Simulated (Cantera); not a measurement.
A closed system holds: 1 mol CCl₄, 0.4 mol CH₄, at 1650 K and 0.0370 bar.

Cantera equilibrium calculation (NASA polynomials, part measured and part estimated; ideal gas, pure solids and liquids). Candidate condensed phases: C, C₆H₆, C₇H₈, C₈H₁₈; 91 gas species. The numbers say what is thermodynamically allowed, not how fast it happens.

Base state: HCl 0.476, Cl 0.333, Cl₂ 0.191 (mole fractions); condensed: C(graphite).

**Question.** What changes in the equilibrium state with this change: temperature from 1650 K to 2523 K?

**Answer.** 
```json
[
 {"species": "Cl", "before": "0.333", "after": "0.608"},
 {"species": "HCl", "before": "0.476", "after": "0.378"},
 {"species": "H", "before": "2.50e-7", "after": "0.00915"},
 {"species": "Cl₂", "before": "0.191", "after": "0.00104"},
 {"species": "C₂H₂ (acetylene)", "before": "<1e-9", "after": "4.78e-5"},
 {"species": "C₃", "before": "<1e-9", "after": "1.91e-5"},
 {"species": "H₂", "before": "2.81e-7", "after": "0.00401"},
 {"species": "C₂HCl", "before": "3.07e-8", "after": "5.35e-5"},
 {"species": "C(graphite), mol", "before": "1.40", "after": "1.40"}
]
```

**Question.** What changes in the equilibrium state with this change: CCl₄ replaced by c-C₄F₈?

**Answer.** 
```
species           before     after
----------------  ------  --------
HF                     0     0.500
CF₄                    0     0.499
CF₂                    0   0.00120
HCl                0.476         0
Cl                 0.333         0
Cl₂                0.191         0
CF₃                    0  0.000221
F                      0  0.000198
C(graphite), mol    1.40      2.80
```
The feed counts by its element totals alone. Gases not in the tables: C₂F₆ and larger saturated fluorocarbons.
